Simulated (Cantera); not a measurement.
What does this Cantera script print?

```python
import numpy as np
import cantera as ct

gas_names = """
    F F2 N NF NF2 NF3 N2 Si SiF SiF2 SiF3 SiF4 SiN Si2 Si2N Si3
""".split()
cond_names = """
    Si(cr) Si(L) Si3N4(a)
""".split()


# ... load() reads the species with a 1 bar reference pressure and builds the phases ...
atoms = {
    'Si': {'Si': 1},
    'F2': {'F': 2},
    'N2': {'N': 2},
}
top_T = {'Si3N4(a)': 2400}  # K; cautious upper limits of use, not melting points


# ... equilibrate(T, P, feed) seeds the gas with the atoms and calls Mixture.equilibrate('TP', solver="vcs", rtol=1e-11, max_steps=5000) ...
results = []
feed = {'Si': 1, 'F2': 5.7, 'N2': 3.6}  # mol
T = 898.15  # K
P = 1.1  # Pa
mix = equilibrate(T, P, feed)
results.append((T, P, feed, dict(zip(mix.species_names, mix.species_moles))))
print(gas.report(threshold=1e-05))
for i in range(1, mix.n_phases):
    print(f"{mix.phase(i).name:16s} {mix.phase_moles(i):12.5e} mol")
```

Output:

```
       temperature   898.15 K
          pressure   1.1 Pa
           density   4.2584e-06 kg/m^3
  mean mol. weight   28.909 kg/kmol
   phase of matter   gas

                          1 kg             1 kmol
                     ---------------   ---------------
          enthalpy       -2.3661e+06       -6.8402e+07  J
   internal energy       -2.6244e+06       -7.5869e+07  J
           entropy             10889        3.1479e+05  J/K
    Gibbs function       -1.2146e+07       -3.5113e+08  J
 heat capacity c_p            1084.7             31357  J/K
 heat capacity c_v            797.08             23043  J/K

                      mass frac. Y      mole frac. X     chem. pot. / RT
                     ---------------   ---------------   ---------------
                 F            0.4016            0.6111           -21.537
                F2         0.0052878         0.0040231           -43.075
                N2           0.29188           0.30121            -37.21
              SiF4           0.30123          0.083669           -268.65
     [  +12 minor]        9.3571e-09        3.8597e-09

Si(cr)            0.00000e+00 mol
Si3N4(a)          0.00000e+00 mol
```

Cantera equilibrium calculation (NASA polynomials, part measured and part estimated; ideal gas, pure solids and liquids).
